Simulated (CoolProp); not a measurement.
A single-stage vapour-compression cycle with R141b: evaporating at 271.15 K (dew point), condensing at 309.15 K (bubble point), superheat 5 K, subcooling 5 K, compressor efficiency 0.7, no pressure losses. Each further row changes one setting.

Model: reference Helmholtz-energy equation of state, Lemmon 2006, in CoolProp. It is a short technical equation, of lower accuracy than the large ones.

```csv
case,cooling COP,pressure ratio,discharge temperature (K),refrigerating effect (kJ/kg),volumetric capacity (kJ/m³)
as stated,4.58,4.53,336.4,204,271
evaporating temperature 276.15 K,?,3.61,332.6,?,340
condensing temperature 304.15 K,5.36,?,?,210,278
subcooling 10 K,4.71,4.53,336.4,210,278
superheat 15 K,4.58,4.53,347.2,212,270
compressor efficiency 0.6,3.93,4.53,?,204,271
```

**Question.** What belongs in the gaps?

**Answer.** 
- evaporating temperature 276.15 K, cooling COP: 5.46
- evaporating temperature 276.15 K, refrigerating effect (kJ/kg): 208
- condensing temperature 304.15 K, pressure ratio: 3.81
- condensing temperature 304.15 K, discharge temperature (K): 329.3
- compressor efficiency 0.6, discharge temperature (K): 345.2
